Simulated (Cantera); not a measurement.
A perfectly stirred reactor is fed with H2 : O2 : N2 : H2O = 1 : 0.417 : 1.57 : 0.13 (molar parts), at 3.00 bar; it is adiabatic with a 625 K inlet, and is followed from long to short residence time, starting on the burning branch (τ in s: 0.28, 0.11, 0.044, 0.018, 0.0071, 0.0028, 0.0011, 0.00046, 0.00018, 7.3e-05, 2.9e-05, 1.2e-05).

Cantera simulation using the H2/O2 subset of GRI-Mech 3.0, which has no nitrogen chemistry; the numbers are that mechanism's predictions, not measurements. The hydrogen kinetics of GRI-Mech 3.0 are dated; newer H2 mechanisms differ, most at raised pressure.

### Question
Predict: blow-out, bracketed by the residence times tried; x(H2) at τ = 0.280 s; x(O2) at τ = 0.280 s; x(H2O) at τ = 0.280 s; x(H2O2) at τ = 0.280 s; x(O) at τ = 0.280 s; x(H2) at τ = 1.10 ms; x(O2) at τ = 1.10 ms; x(H2O) at τ = 1.10 ms; x(H2O2) at τ = 1.10 ms; x(O) at τ = 1.10 ms.

### Answer
```json
{
 "blow_out_bracketed_by_the_residence_times_tried": "burning at 12.0 µs, the shortest tried",
 "x(H2) at τ = 0.280 s": "0.0625",
 "x(O2) at τ = 0.280 s": "0.000413",
 "x(H2O) at τ = 0.280 s": "0.350",
 "x(H2O2) at τ = 0.280 s": "8.86e-8",
 "x(O) at τ = 0.280 s": "0.000179",
 "x(H2) at τ = 1.10 ms": "0.0649",
 "x(O2) at τ = 1.10 ms": "0.00165",
 "x(H2O) at τ = 1.10 ms": "0.342",
 "x(H2O2) at τ = 1.10 ms": "2.40e-7",
 "x(O) at τ = 1.10 ms": "0.000618"
}
```
